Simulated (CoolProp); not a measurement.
Saturation properties of chloromethane (R40).

The numbers come from the reference Helmholtz-energy equation of state, Thol 2014 in CoolProp.

```tsv
T (K)	p (bar)	liquid density (kg/m³)	enthalpy of vaporisation (kJ/kg)	liquid cp (kJ/(kg K))	vapour Z	surface tension (mN/m)
326.6	12.23	850.4	335.7	1.721	0.8247	11.0
331.3	13.66	839.4	328.7	1.743	0.8119	10.3
336.1	15.25	827.9	321.3	1.769	0.7981	9.60
340.8	16.93	816.2	313.7	1.798	0.7841	8.92
345.5	18.74	804.3	305.9	1.830	0.7693	8.25
350.3	20.74	791.6	297.5	1.868	0.7536	7.57
355	22.84	778.8	289.0	1.911	0.7375	6.92
359.8	25.14	765.1	279.8	1.961	0.7203	6.27
364.5	27.55	751.1	270.3	2.019	0.7026	5.64
369.2	30.13	736.5	260.3	2.089	0.6840	5.02
374	32.94	720.7	249.5	2.175	0.6640	4.40
378.7	35.87	704.3	238.2	2.281	0.6433	3.82
383.5	39.07	686.3	225.7	2.419	0.6207	3.23
388.2	42.39	667.1	212.5	2.599	0.5971	2.68
393	46.00	645.5	197.6	2.857	0.5711	2.13
```

It boils at 249.2 K under 1 atm.

Surface tension comes from a separate correlation (Mulero 2014).
